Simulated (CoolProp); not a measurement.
Properties of CH3F (R41) along the isotherm -42.35 °C.

Model: reference Helmholtz-energy equation of state, Lemmon 2006, in CoolProp. It is a short technical equation, of lower accuracy than the large ones.

| p (bar) | phase | Z | cp (kJ/(kg K)) | speed of sound (m/s) | isothermal compressibility (1/MPa) | expansivity (1/kK) |
|---|---|---|---|---|---|---|
| 9.23 | liquid | 0.02043 | 2.178 | 878.6 | 0.002890 | 3.102 |
| 18.5 | liquid | 0.04085 | 2.168 | 887.4 | 0.002813 | 3.049 |
| 27.7 | liquid | 0.06101 | 2.158 | 896.0 | 0.002742 | 2.999 |
| 36.9 | liquid | 0.08107 | 2.149 | 904.3 | 0.002674 | 2.952 |
| 46.1 | liquid | 0.1010 | 2.140 | 912.5 | 0.002610 | 2.906 |
| 55.4 | liquid | 0.1211 | 2.131 | 920.7 | 0.002548 | 2.863 |
| 64.6 | liquid | 0.1409 | 2.123 | 928.5 | 0.002491 | 2.822 |
| 73.8 | liquid | 0.1606 | 2.116 | 936.2 | 0.002436 | 2.782 |
| 83.1 | liquid | 0.1805 | 2.108 | 943.9 | 0.002384 | 2.744 |
| 92.3 | liquid | 0.2000 | 2.101 | 951.3 | 0.002334 | 2.708 |
| 102 | liquid | 0.2205 | 2.094 | 959.0 | 0.002284 | 2.671 |
| 111 | liquid | 0.2395 | 2.088 | 966.0 | 0.002240 | 2.639 |
| 120 | liquid | 0.2584 | 2.082 | 972.9 | 0.002198 | 2.607 |
| 129 | liquid | 0.2772 | 2.076 | 979.7 | 0.002157 | 2.577 |
| 138 | liquid | 0.2960 | 2.070 | 986.4 | 0.002118 | 2.548 |
| 148 | liquid | 0.3168 | 2.064 | 993.7 | 0.002077 | 2.517 |
